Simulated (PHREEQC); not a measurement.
## Copper plating or etch bath

Make-up at 25 °C: 0.021 mol CuSO4, 0.00047 mol HBF4 and 0.0011 mol H3BO3 per kg of water. Closed to the air; pH follows from the charge balance.

Equilibrium calculation in PHREEQC: ion-association model, phreeqc.dat.

No solid was allowed to form.

Estimate the pH.

pH 3.23.

In which forms is B present?

H3BO3 96 %, BF2(OH)2- 1.7 %, BF4- 1.5 %, BF3OH- 0.8 % of the B.

Complexes and solids missing from the database can't appear. Real BF4- forms and hydrolyses slowly; the run takes it at equilibrium.
